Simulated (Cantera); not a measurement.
A Cantera script and its output.

```python
import numpy as np
import cantera as ct

gas = ct.Solution("gri30.yaml")
gas.TPX = 1025, 1000000, {'CH4': 1, 'H2': 0.55, 'O2': 1.62, 'N2': 6.11}
reactor = ct.IdealGasReactor(gas, energy="on", clone=False)
net = ct.ReactorNet([reactor])
net.rtol, net.atol = 1e-08, 1e-16
show = ['CH4', 'H2', 'O2', 'CO', 'OH', 'CO2']
times = np.geomspace(1e-06, 2, 16)

steps = ct.SolutionArray(gas, extra=["t"])
rows = []
print(f"{'t/s':>10s}{'T/K':>9s}{'P/Pa':>11s}" + "".join(f"{s:>11s}" for s in show))
for t in times:
    while net.time < t:
        t_next = net.step()
        steps.append(gas.state, t=t_next)
    rows.append([np.interp(t, steps.t, y) for y in (steps.T, steps.P, *steps(*show).X.T)])
    print(f"{t:10.3e}{rows[-1][0]:9.1f}{rows[-1][1]:11.4g}" + "".join(f"{x:11.3e}" for x in rows[-1][2:]))
rate = np.gradient(steps.T, steps.t)
print("integrator steps:", len(steps.t))
if steps.T.max() > steps.T[0] + 200:
    print(f"time of steepest temperature rise: {steps.t[rate.argmax()]:.4e} s")
gas.TPX = 1025, 1000000, {'CH4': 1, 'H2': 0.55, 'O2': 1.62, 'N2': 6.11}
gas.equilibrate("UV")
print(f"equilibrium (UV): T = {gas.T:.1f} K  " + "  ".join(f"{s} {gas[s].X[0]:.3e}" for s in show))
```

It prints:

```
       t/s      T/K       P/Pa        CH4         H2         O2         CO         OH        CO2
 1.000e-06   1025.0      1e+06  1.078e-01  5.927e-02  1.746e-01  1.291e-18  9.538e-13  5.326e-20
 2.631e-06   1025.0      1e+06  1.078e-01  5.927e-02  1.746e-01  1.609e-17  1.176e-12  4.626e-19
 6.920e-06   1025.0      1e+06  1.078e-01  5.927e-02  1.746e-01  2.232e-16  1.671e-12  4.160e-18
 1.821e-05   1025.0      1e+06  1.078e-01  5.927e-02  1.746e-01  3.130e-15  2.550e-12  3.634e-17
 4.789e-05   1025.0      1e+06  1.078e-01  5.927e-02  1.746e-01  3.920e-14  3.634e-12  2.487e-16
 1.260e-04   1025.0      1e+06  1.078e-01  5.927e-02  1.746e-01  4.293e-13  5.655e-12  1.374e-15
 3.314e-04   1025.0      1e+06  1.078e-01  5.927e-02  1.746e-01  5.138e-12  1.538e-11  1.200e-14
 8.719e-04   1025.0      1e+06  1.078e-01  5.927e-02  1.746e-01  1.298e-10  9.090e-11  4.194e-13
 2.294e-03   1025.3      1e+06  1.078e-01  5.923e-02  1.745e-01  6.926e-08  2.424e-09  2.270e-10
 6.034e-03   2897.9  2.962e+06  6.942e-11  6.426e-02  3.037e-04  7.254e-02  4.911e-03  3.032e-02
 1.587e-02   2897.8  2.962e+06  6.948e-11  6.427e-02  3.033e-04  7.254e-02  4.908e-03  3.032e-02
 4.176e-02   2897.8  2.962e+06  6.948e-11  6.427e-02  3.033e-04  7.254e-02  4.908e-03  3.032e-02
 1.099e-01   2897.8  2.962e+06  6.948e-11  6.427e-02  3.033e-04  7.254e-02  4.908e-03  3.032e-02
 2.890e-01   2897.8  2.962e+06  6.948e-11  6.427e-02  3.033e-04  7.254e-02  4.908e-03  3.032e-02
 7.603e-01   2897.8  2.962e+06  6.948e-11  6.427e-02  3.033e-04  7.254e-02  4.908e-03  3.032e-02
 2.000e+00   2897.8  2.962e+06  6.948e-11  6.427e-02  3.033e-04  7.254e-02  4.908e-03  3.032e-02
integrator steps: 2349
time of steepest temperature rise: 5.7693e-03 s
equilibrium (UV): T = 2897.8 K  CH4 7.894e-11  H2 6.427e-02  O2 3.033e-04  CO 7.254e-02  OH 4.908e-03  CO2 3.032e-02
```

Detailed kinetics in Cantera: GRI-Mech 3.0 (53 species, 325 reactions).
